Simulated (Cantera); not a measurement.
What does this Cantera script print?

```python
import numpy as np
import cantera as ct

gas_names = """
    H H2 N NH NH2 NH3 N2 N2H2 N2H4 Zr ZrN
""".split()
cond_names = """
    Zr(a) Zr(b) Zr(L) ZrN(s) ZrN(L)
""".split()


def load(file, names, dense=False):
    # The tables refer to 1 bar. Condensed volumes are neglected.
    table = {s.name: s for s in ct.Species.list_from_file(file)}
    out = []
    for n in names:
        d = dict(table[n].input_data)
        d["thermo"] = dict(d["thermo"], **{"reference-pressure": 1e5})
        if dense:
            d["equation-of-state"] = {"model": "constant-volume", "density": "1e6 g/cm^3"}
        out.append(ct.Species.from_dict(d))
    return out


gas = ct.Solution(thermo="ideal-gas", species=load("nasa_gas.yaml", gas_names))
cond = {s.name: ct.Solution(thermo="fixed-stoichiometry", species=[s], name=s.name)
        for s in load("nasa_condensed.yaml", cond_names, dense=True)}
atoms = {
    'ZrN': {'Zr': 1, 'N': 1},
    'H2': {'H': 2},
}
top_T = {}  # K; cautious upper limits of use, not melting points


def equilibrate(T, P, feed):
    n = {}
    for name, mol in feed.items():
        for a, k in atoms[name].items():
            n[a] = n.get(a, 0.0) + k * mol
    gas.TPX = T, P, n
    mass = sum(n.values()) * gas.mean_molecular_weight
    gas.equilibrate("TP")
    valid = [c for c in cond.values() if c.min_temp <= T <= top_T.get(c.name, c.max_temp)]
    mix = ct.Mixture([(gas, mass / gas.mean_molecular_weight)] + [(c, 0.0) for c in valid])
    mix.T, mix.P = T, P
    mix.equilibrate("TP", solver="vcs", rtol=1e-11, max_steps=5000)
    return mix


results = []
feed = {'ZrN': 1, 'H2': 1.5}  # mol
P = 5.3  # Pa
for T in [2325, 2375, 2425, 2475, 2525, 2575, 2625, 2675, 2725, 2775, 2825, 2875]:
    mix = equilibrate(T, P, feed)
    results.append((T, P, feed, dict(zip(mix.species_names, mix.species_moles))))

top = {s: max(r[3][s] / sum(r[3][g] for g in gas_names) for r in results) for s in gas_names}
cols = sorted((s for s in top if top[s] > 1e-06), key=lambda s: -top[s])[:9]
seen = [c for c in cond_names if any(r[3].get(c, 0) > 1e-12 for r in results)]
print("log10 of partial pressures in bar; condensed amounts in mol")
print(f"{'T/K':>10s}" + "".join(f"{s[:9]:>10s}" for s in cols + seen))
for T, P, feed, n in results:
    ng = sum(n[g] for g in gas_names)
    print(f"{T:10.4g}" + "".join(f"{np.log10(max(n[s] / ng * P / 1e5, 1e-99)):10.3f}" for s in cols)
          + "".join(f"{n.get(c, 0):10.4g}" for c in seen))
```

Result:

```
log10 of partial pressures in bar; condensed amounts in mol
       T/K         H        H2        Zr        N2         N     Zr(L)    ZrN(s)
      2325    -4.403    -4.888    -6.481    -6.782   -10.682         0    0.9849
      2375    -4.369    -5.036    -6.189    -6.464   -10.295  0.001968    0.9663
      2425    -4.349    -5.203    -5.927    -6.122    -9.906   0.01709     0.921
      2475    -4.344    -5.393    -5.677    -5.795    -9.533    0.0619    0.8196
      2525    -4.360    -5.616    -5.436    -5.481    -9.175    0.1825    0.5906
      2575    -4.410    -5.900    -5.205    -5.179    -8.831    0.5083   0.03949
      2625    -4.447    -6.150    -4.983    -5.209    -8.660    0.1591         0
      2675    -4.459    -6.345    -4.925    -5.226    -8.489         0         0
      2725    -4.457    -6.504    -4.926    -5.228    -8.317         0         0
      2775    -4.455    -6.660    -4.927    -5.228    -8.151         0         0
      2825    -4.454    -6.810    -4.928    -5.229    -7.991         0         0
      2875    -4.454    -6.956    -4.928    -5.230    -7.836         0         0
```

Method: chemical equilibrium by Gibbs-energy minimisation in Cantera with the NASA 1993 tables (ideal gas, pure condensed phases). Mutual solubility and eutectic melting of coexisting phases are not modelled. ZrN: taken at fixed stoichiometry. Condensed phases not in the tables: N, O or C dissolved in the metal.
